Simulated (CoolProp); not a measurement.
Properties of nitrous oxide along the isotherm 425.8 K (Tc = 309.5 K, pc = 72.45 bar, ω = 0.161).

The numbers come from the reference Helmholtz-energy equation of state, Lemmon 2006 in CoolProp. It is a short technical equation, of lower accuracy than the large ones.

| p (bar) | phase | density (kg/m³) | cp (kJ/(kg K)) | speed of sound (m/s) | expansivity (1/kK) | fugacity coefficient |
|---|---|---|---|---|---|---|
| 0.344 | gas | 0.4279 | 0.9900 | 315.2 | 2.353 | 0.9994 |
| 0.611 | gas | 0.7603 | 0.9906 | 315.2 | 2.357 | 0.9990 |
| 1.09 | gas | 1.357 | (withheld) | 315.0 | 2.364 | 0.9982 |
| 1.93 | gas | 2.407 | 0.9935 | 314.8 | 2.376 | 0.9969 |
| 3.44 | gas | 4.301 | 0.9968 | 314.4 | 2.398 | 0.9944 |
| 6.11 | gas | 7.672 | 1.003 | 313.7 | 2.437 | 0.9901 |
| 10.9 | gas | 13.80 | 1.014 | 312.5 | 2.508 | 0.9824 |
| 19.3 | gas | 24.77 | 1.034 | 310.4 | 2.638 | 0.9691 |
| 34.4 | gas | 45.29 | 1.073 | 306.8 | 2.891 | 0.9456 |
| 61.1 | gas | (withheld) | (withheld) | 301.3 | 3.399 | 0.9056 |
| 109 | supercritical | 163.7 | (withheld) | 295.5 | 4.488 | 0.8388 |

Q: Complete the blanks.

A: 
- 1.09, cp (kJ/(kg K)): 0.9916
- 61.1, density (kg/m³): 84.27
- 61.1, cp (kJ/(kg K)): 1.154
- 109, cp (kJ/(kg K)): 1.338
